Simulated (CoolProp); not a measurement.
A single-stage vapour-compression cycle with R245fa: evaporating at 314.15 K (dew point), condensing at 359.15 K (bubble point), superheat 5 K, subcooling 5 K, compressor efficiency 0.75, no pressure losses. Each further row changes one setting.

The numbers come from the reference Helmholtz-energy equation of state, Akasaka 2015 in CoolProp.

```json
[
 {"case": "as stated", "cooling COP": "4.24", "pressure ratio": "3.53", "discharge temperature (K)": "362.5", "refrigerating effect (kJ/kg)": "130", "volumetric capacity (kJ/m³)": "1840"},
 {"case": "evaporating temperature 319.15 K", "cooling COP": "4.99", "pressure ratio": "3.01", "discharge temperature (K)": "362.5", "refrigerating effect (kJ/kg)": "133", "volumetric capacity (kJ/m³)": "2200"},
 {"case": "condensing temperature 354.15 K", "cooling COP": "4.95", "pressure ratio": "3.12", "discharge temperature (K)": "357.9", "refrigerating effect (kJ/kg)": "137", "volumetric capacity (kJ/m³)": "1940"},
 {"case": "subcooling 10 K", "cooling COP": "4.49", "pressure ratio": "3.53", "discharge temperature (K)": "362.5", "refrigerating effect (kJ/kg)": "137", "volumetric capacity (kJ/m³)": "1940"},
 {"case": "superheat 15 K", "cooling COP": "4.35", "pressure ratio": "3.53", "discharge temperature (K)": "372.2", "refrigerating effect (kJ/kg)": "139", "volumetric capacity (kJ/m³)": "1890"},
 {"case": "compressor efficiency 0.65", "cooling COP": "3.68", "pressure ratio": "3.53", "discharge temperature (K)": "366.6", "refrigerating effect (kJ/kg)": "130", "volumetric capacity (kJ/m³)": "1840"}
]
```
